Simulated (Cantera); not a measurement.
Gas mixture: NO = 0.3 (molar parts), at 1.00 bar, frozen composition.

Cantera's kinetic-theory transport with the Lennard-Jones parameters of GRI-Mech 3.0, ideal gas; thermal conductivity in the multicomponent form. The composition is frozen, though it would react at the higher temperatures.

One state of this run: ρ (kg/m³) = 0.328; cp (J/kg/K) = 1147; μ (µPa s) = 45.7; λ (mW/m/K) = 74.1; Pr = 0.707; D (cm²/s) CH3 = 2.10; D (cm²/s) C2H2 = 1.59; D (cm²/s) H = 11.5. D: mixture-averaged diffusion coefficient of that species in the mixture.

**Question.** Which value of T (K) does it belong to?
(A) 1000
(B) 400
(C) 1100
(D) 900

**Answer.** C, 1100
